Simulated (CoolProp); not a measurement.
Saturation properties of n-perfluorohexane (Tc = 448.0 K, pc = 1742 kPa, ω = 0.497).

Computed with CoolProp (reference Helmholtz-energy equation of state, Gao 2022).

| T (K) | p (kPa) | liquid density (kg/m³) | vapour density (kg/m³) | enthalpy of vaporisation (kJ/kg) | liquid cp (kJ/(kg K)) |
|---|---|---|---|---|---|
| 252.8 | 2.529 | 1804 | 0.4082 | 104.4 | 0.9758 |
| 257.4 | 3.412 | 1791 | 0.5415 | 103.2 | 0.9830 |
| 262.1 | 4.572 | 1778 | 0.7133 | 102.1 | 0.9904 |
| 266.8 | 6.045 | 1765 | 0.9280 | 100.9 | 0.9978 |
| 271.5 | 7.896 | 1752 | 1.193 | 99.78 | 1.005 |
| 276.2 | 10.19 | 1739 | 1.517 | 98.62 | 1.013 |
| 280.9 | 13.02 | 1725 | 1.910 | 97.46 | 1.020 |
| 285.6 | 16.46 | 1712 | 2.381 | 96.29 | 1.027 |
| 290.2 | 20.52 | 1699 | 2.929 | 95.13 | 1.034 |
| 294.9 | 25.46 | 1685 | 3.590 | 93.94 | 1.042 |
| 299.6 | 31.33 | 1672 | 4.365 | 92.74 | 1.049 |
| 304.3 | 38.23 | 1658 | 5.268 | 91.53 | 1.057 |
| 309 | 46.31 | 1644 | 6.314 | 90.30 | 1.064 |
| 313.7 | 55.69 | 1630 | 7.519 | 89.05 | 1.071 |
| 318.3 | 66.27 | 1616 | 8.869 | 87.81 | 1.079 |

It boils at 330.3 K under 1 atm.
